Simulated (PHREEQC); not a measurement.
Make-up at 25 °C: 20 mmol/kgw K2CO3, 2.2 mmol/kgw K2SO4 and 2.5 mmol/kgw KH2PO4. Closed to the air; pH follows from the charge balance.

Computed with PHREEQC (ion-association model, phreeqc.dat).

No solid was allowed to form.

**Question.** Order these P species by the share of P that they hold, largest first: PO4-3, HPO4-2, KHPO4-.

**Answer.** HPO4-2 (89 %), PO4-3 (7.4 %), KHPO4- (3.4 %)

The pH is 10.74 and the ionic strength 0.0679 mol/kgw. Species that the database lacks are ignored.
